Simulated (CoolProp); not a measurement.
Properties of methane along the isobar 4720 kPa (Tc = 190.6 K, pc = 4599 kPa, ω = 0.011).

Model: reference Helmholtz-energy equation of state, Setzmann 1991, in CoolProp.

| T (K) | phase | density (kg/m³) | speed of sound (m/s) | Joule-Thomson coefficient (K/MPa) | viscosity (µPa s) | fugacity coefficient |
|---|---|---|---|---|---|---|
| 173.7 | liquid | 312.5 | 696.4 | 0.4160 | 40.0 | 0.4535 |
| 199.1 | supercritical | 78.91 | 293.8 | 9.380 | 10.4 | 0.7079 |
| 224.5 | supercritical | 53.11 | 350.4 | 7.341 | 10.2 | 0.8011 |
| 250 | supercritical | 43.09 | 387.1 | 5.849 | 10.7 | 0.8589 |
| 275.4 | supercritical | 37.02 | 415.9 | 4.772 | 11.4 | 0.8979 |
| 300.8 | supercritical | 32.75 | 440.2 | 3.949 | 12.1 | 0.9255 |
| 326.2 | supercritical | 29.50 | 461.5 | 3.299 | 12.8 | 0.9455 |
| 351.7 | supercritical | 26.92 | 480.7 | 2.773 | 13.6 | 0.9605 |
| 377.1 | supercritical | 24.81 | 498.1 | 2.345 | 14.3 | 0.9719 |
| 402.5 | supercritical | 23.04 | 514.3 | 1.991 | 15.0 | 0.9806 |

Viscosity comes from a separate model (Quiñones-Cisneros 2006).
